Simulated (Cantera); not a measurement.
Input: 1 mol V, 8.9 mol N2, equilibrated at 875 °C and 13.3 mbar.

Equilibrium computed with Cantera from the NASA thermochemical tables; the gas is ideal and each condensed phase is pure. Candidate condensed phases: V, VN; 4 gas species. VN: taken at fixed stoichiometry. Condensed phases not in the tables: V2N. The numbers say what is thermodynamically allowed, not how fast it happens.

Base state: N2 1.00 (mole fractions); condensed: VN(s).

Question: What changes in the equilibrium state with this change: V replaced by Cr?

Answer: 
| species | before | after |
|---|---|---|
| N2 | 1.00 | 1.00 |
| VN(s), mol | 1.00 | 0 |
| Cr2N(s), mol | 0 | 0.500 |
Further candidate phases: Cr, CrN, Cr2N.
